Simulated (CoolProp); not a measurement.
Properties of dimethyl carbonate at several states (Tc = 283.9 °C, pc = 4.909 MPa, ω = 0.346).

Values from CoolProp's reference Helmholtz-energy equation of state, Zhou 2011.

```tsv
T (°C)	p (MPa)	phase	cv (kJ/(kg K))	Joule-Thomson coefficient (K/MPa)
171.25	0.182	gas	[?]	12.76
59.45	4.78	liquid	[?]	-0.2947
70.55	18.9	liquid	1.417	-0.3029
32.15	1.43	liquid	1.353	-0.3178
142.05	0.0227	gas	[?]	[?]
```

Question: Some entries are withheld; supply them.

Answer: 
- 171.25, cv (kJ/(kg K)): 1.464
- 59.45, cv (kJ/(kg K)): 1.393
- 142.05, cv (kJ/(kg K)): 1.386
- 142.05, Joule-Thomson coefficient (K/MPa): 15.12
